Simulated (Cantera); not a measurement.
## Thermodynamics of oxide etching and cleaning by halides, feed SiO₂ + BCl₃ + O₂

Input: 1 mol SiO₂, 1.9 mol BCl₃, 6.9 mol O₂, equilibrated at 1025 °C and 2.30 Pa.

These are equilibrium values from Cantera (NASA tables, ideal gas, pure condensed phases), not measurements of a reactor. Candidate condensed phases: B, B₂O₃, Si, SiO₂; 27 gas species. Mutual solubility and eutectic melting of coexisting phases are not modelled. The tables' values for BOCl are old estimates; treat these amounts as uncertain. The tables hold silica as quartz up to 1696 K and as liquid above; real silica turns to tridymite and cristobalite and melts near 1996 K. Condensed phases not in the tables: borates and borosilicate glass, alloys, solid solutions and most ternary compounds. Kinetics and transport are ignored.

```json
{
 "x(O₂)": "0.502",
 "x(Cl)": "0.456",
 "x(Cl₂)": "0.0321",
 "x(B₂O₃)": "0.00769",
 "x(BOCl)": "0.00163",
 "x(BO₂)": "0.000461",
 "x(ClO)": "5.11e-5",
 "x(O)": "2.53e-5",
 "n(B₂O₃(l))": "0.855 mol",
 "n(SiO₂(β-quartz))": "1.00 mol",
 "gas_amount": "10.92 mol",
 "log10 activity of B(s) (absent)": "-15.50",
 "log10 activity of Si(s) (absent)": "-22.35"
}
```
